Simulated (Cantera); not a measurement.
Feed: 1 mol (CH3)2SiCl2, 0.45 mol C3H8, 1300 mol H2, held at 0.260 bar.

These are equilibrium values from Cantera (NASA tables, ideal gas, pure condensed phases), not measurements of a reactor. Candidate condensed phases: C, C6H6, C7H8, C8H18, Si, SiC; 109 gas species. The feed counts by its element totals alone. Kinetics and transport are ignored. All values below are at 827 °C.

Base state: H2 0.997, CH4 0.00180, HCl 0.00153 (mole fractions); condensed: SiC(s).

### Question
What changes in the equilibrium state with this change: 0.67 mol Cl2 added?

### Answer
```csv
species,before,after
H2,0.997,0.996
HCl,0.00153,0.00256
CH4,0.00180,0.00180
"SiC(s), mol",1.000,1.000
```
